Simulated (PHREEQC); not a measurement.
Consider water at 25 °C with 0.0002 mol/kgw PbCl2 and 0.0004 mol/kgw Na2SO4. Closed to the air; pH follows from the charge balance.

Model: ion-association model, phreeqc.dat, run in PHREEQC.

No solid was allowed to form.

Problem. Order these Pb species by the share of Pb that they hold, largest first: PbCl+, PbSO4, Pb+2, PbOH+.

Solution. Pb+2 (85 %), PbSO4 (12 %), PbCl+ (1.1 %), PbOH+ (0.88 %)

Problem. Order these S species by the share of S that they hold, largest first: SO4-2, NaSO4-, PbSO4.

Solution. SO4-2 (93 %), PbSO4 (6.2 %), NaSO4- (0.31 %)

The pH is 5.78 and the ionic strength 0.00169 mol/kgw. Saturation is exceeded, for instance for Anglesite; the values hold only as long as no solid forms.
